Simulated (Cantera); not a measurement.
Feed: 1 mol AlCl3, 0.87 mol O2, 4 mol H2, 190 mol NH3, at 0.000140 bar.

These are equilibrium values from Cantera (NASA tables, ideal gas, pure condensed phases), not measurements of a reactor. Candidate condensed phases: Al, AlCl3, AlN, Al2O3, H2O, NH4Cl; 45 gas species. The tables' values for AlOH are old estimates; treat these amounts as uncertain. Rates play no part.

x: gas mole fraction; n: condensed amount in mol.

```tsv
T (K)	x H2	x N2	x H	x HCl	x H2O	n Al2O3(s)
1075	0.745	0.246	1.07e-6	0.00778	0.000623	0.500
1150	0.745	0.246	(withheld)	0.00778	0.000623	0.500
1225	0.745	0.246	2.27e-5	0.00778	0.000623	0.500
1300	0.745	0.246	8.07e-5	0.00778	0.000623	0.500
1375	0.745	0.246	0.000250	0.00778	0.000623	0.500
1450	0.745	0.246	0.000690	0.00777	0.000623	0.500
1525	0.744	0.246	0.00172	0.00776	0.000629	0.499
1600	0.742	0.246	0.00396	0.00771	0.000661	0.495
1675	0.738	0.245	0.00843	0.00758	0.000778	0.480
1750	0.730	0.244	0.0168	0.00730	0.00105	0.444
1825	0.717	0.242	(withheld)	0.00685	(withheld)	(withheld)
1900	0.695	0.239	0.0559	0.00621	0.00226	0.275
1975	0.660	0.234	0.0940	0.00542	0.00336	0.107
```

**Question.** What belongs in the gaps?

**Answer.** 
- 1825, x H: 0.0315
- 1825, x H2O: 0.00152
- 1825, n Al2O3(s): 0.379
- 1150, x H: 5.44e-6
